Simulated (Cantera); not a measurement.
A freely propagating, adiabatic, planar premixed flame of CH4 : CO : O2 : N2 = 1 : 0.54 : 2.27 : 8.54 (molar parts), unburnt at 350 K and 1000000 Pa; mixture-averaged transport, grid criteria slope 0.08 and curve 0.16, no radiation.

Detailed kinetics in Cantera: GRI-Mech 3.0 (53 species, 325 reactions). Burning velocities carry a grid error of a few per cent, more on coarse grids.

### Question
How do the results move with these cheaper or finer settings: unity-Lewis-number transport; multicomponent transport; multicomponent+Soret transport; grid criteria slope 0.5, curve 1; grid criteria slope 0.25, curve 0.5; grid criteria slope 0.03, curve 0.06?

### Answer
```
setting                               laminar burning velocity  thermal thickness  peak x(CH2CO)  peak x(C2H2)  grid points
------------------------------------  ------------------------  -----------------  -------------  ------------  -----------
as above                                             21.7 cm/s          0.0829 mm       0.000154      0.000111          141
unity-Lewis-number transport                         18.3 cm/s          0.0901 mm       0.000109      0.000112          132
multicomponent transport                             22.0 cm/s          0.0838 mm       0.000157      0.000113          141
multicomponent+Soret transport                       21.7 cm/s          0.0843 mm       0.000155      0.000107          141
grid criteria slope 0.5, curve 1                     23.2 cm/s          0.0901 mm       0.000154      0.000109           34
grid criteria slope 0.25, curve 0.5                  22.2 cm/s          0.0859 mm       0.000154      0.000110           56
grid criteria slope 0.03, curve 0.06                 21.4 cm/s          0.0823 mm       0.000154      0.000112          335
```
The base run took about 12 core-seconds (a rough figure).
Unity Lewis numbers drop preferential diffusion, which matters most where H2 and H carry the flame; Soret adds thermal diffusion.
